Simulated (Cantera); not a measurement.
A closed system holds: 1 mol n-butane, 0.033 mol NH₃, 1.3 mol H₂, at 825 °C and 10.0 Torr.

Equilibrium computed with Cantera from the NASA thermochemical tables; the gas is ideal and each condensed phase is pure. Candidate condensed phases: C, C₆H₆, C₇H₈, C₈H₁₈; 92 gas species. Rates play no part.

Base state: H₂ 0.997, N₂ 0.00259, CH₄ 0.000484 (mole fractions); condensed: C(graphite).

Task: What changes in the equilibrium state with this change: NH₃ from 0.033 to 0.18 mol?

Result: 
| species | before | after |
|---|---|---|
| H₂ | 0.997 | 0.986 |
| N₂ | 0.00259 | 0.0135 |
| CH₄ | 0.000484 | 0.000473 |
| C(graphite), mol | 4.00 | 4.00 |
